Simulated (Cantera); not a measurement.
Input (Python, Cantera):

```python
import numpy as np
import cantera as ct

gas = ct.Solution("gri30.yaml")


def delay(T, t_max=10):
    gas.TPX = T, 100000, {'CH4': 1, 'O2': 2.27, 'N2': 8.55}
    reactor = ct.IdealGasConstPressureReactor(gas, clone=False)
    net = ct.ReactorNet([reactor])
    net.rtol, net.atol = 1e-8, 1e-16
    while net.time < t_max:
        t_old, T_old = net.time, reactor.T
        net.step()
        if reactor.T > T + 400:  # ignition: a rise of 400 K
            return t_old + (T + 400 - T_old) / (reactor.T - T_old) * (net.time - t_old)
    return np.nan


taus = []
for T in [1000, 1050, 1100, 1150, 1200, 1250, 1300, 1350, 1400]:
    taus.append(delay(T))
    print(f"T0 = {T:6g} K   tau = {taus[-1]:.4e} s")
```

Result:

```
T0 =   1000 K   tau = 1.0421e+00 s
T0 =   1050 K   tau = 4.4131e-01 s
T0 =   1100 K   tau = 1.9503e-01 s
T0 =   1150 K   tau = 8.9793e-02 s
T0 =   1200 K   tau = 4.3009e-02 s
T0 =   1250 K   tau = 2.1392e-02 s
T0 =   1300 K   tau = 1.1029e-02 s
T0 =   1350 K   tau = 5.8897e-03 s
T0 =   1400 K   tau = 3.2601e-03 s
```

Cantera simulation using GRI-Mech 3.0 (53 species, 325 reactions); the numbers are that mechanism's predictions, not measurements.
